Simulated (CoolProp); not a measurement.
Properties of R1123 along the isobar 2980 kPa (Tc = 331.7 K, pc = 4549 kPa, ω = 0.243).

The numbers come from the reference Helmholtz-energy equation of state, Akasaka 2020 in CoolProp.

| T (K) | phase | Z | cp (kJ/(kg K)) | cv (kJ/(kg K)) | speed of sound (m/s) |
|---|---|---|---|---|---|
| 322 | gas | 0.6699 | 1.468 | 0.8914 | 144.2 |
| 332.4 | gas | 0.7214 | 1.300 | 0.8815 | 154.2 |
| 342.8 | gas | 0.7597 | 1.218 | 0.8796 | 162.4 |
| 353.2 | gas | 0.7901 | 1.171 | 0.8823 | 169.4 |
| 363.6 | gas | 0.8149 | 1.144 | 0.8879 | 175.7 |
| 374 | gas | 0.8358 | 1.128 | 0.8953 | 181.4 |
| 384.4 | gas | 0.8536 | 1.119 | 0.9040 | 186.6 |
| 394.8 | gas | 0.8690 | 1.115 | 0.9135 | 191.4 |
| 405.3 | gas | 0.8826 | 1.114 | 0.9238 | 196.1 |
| 415.7 | gas | 0.8944 | 1.116 | 0.9343 | 200.4 |
| 426.1 | gas | 0.9049 | 1.119 | 0.9450 | 204.5 |
| 436.5 | gas | 0.9143 | 1.123 | 0.9558 | 208.5 |
| 446.9 | gas | 0.9227 | 1.129 | 0.9667 | 212.2 |
| 457.3 | gas | 0.9302 | 1.135 | 0.9776 | 215.9 |
| 467.7 | gas | 0.9371 | 1.142 | 0.9884 | 219.4 |
